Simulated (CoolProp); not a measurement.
Computed with CoolProp (reference Helmholtz-energy equation of state, Lemmon 2006). It is a short technical equation, of lower accuracy than the large ones.

**Question.** For acetone, give the phase and the density (kg/m³), Joule-Thomson coefficient (K/MPa), expansivity (1/kK) at 513.3 K and 1.06 MPa.

**Answer.** 
- 513.3 K and 1.06 MPa: gas; density 15.8, Joule-Thomson coefficient 11.8, expansivity 2.69
